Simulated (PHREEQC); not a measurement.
Make-up at 20 °C: 0.0021 mol FeSO4, 0.01 mol NiCl2 and 0.00048 mol HCl per kg of water. Closed to the air; pH follows from the charge balance.

Computed with PHREEQC (ion-association model, wateq4f.dat).

Task: The ionic strength comes out as 0.0354 mol/kgw. What activity coefficients do NiCl+, Cl-, Ni+2, HSO4-, H+ get?

Result: NiCl+ 0.84, Cl- 0.84, Ni+2 0.50, HSO4- 0.84, H+ 0.87.

This is a speciation only: nothing precipitates in the calculation. Species that the database lacks are ignored.
